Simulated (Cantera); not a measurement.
Feed: 1 mol PbI₂, 0.17 mol N₂, equilibrated at 1125 °C and 2.50 Pa.

Cantera equilibrium calculation (NASA polynomials, part measured and part estimated; ideal gas, pure solids and liquids). Candidate condensed phases: I₂, Pb, PbI₂; 9 gas species. Rates play no part.

Q: What is the equilibrium state?

A: 
- x(I): 0.628
- x(Pb): 0.311
- x(N₂): 0.0540
- x(PbI): 0.00648
- x(PbI₂): 6.83e-5
- x(I₂): 1.62e-5
- gas amount: 3.149 mol
- log10 activity of Pb(l) (absent): -3.04
- log10 activity of I₂(l) (absent): -11.64
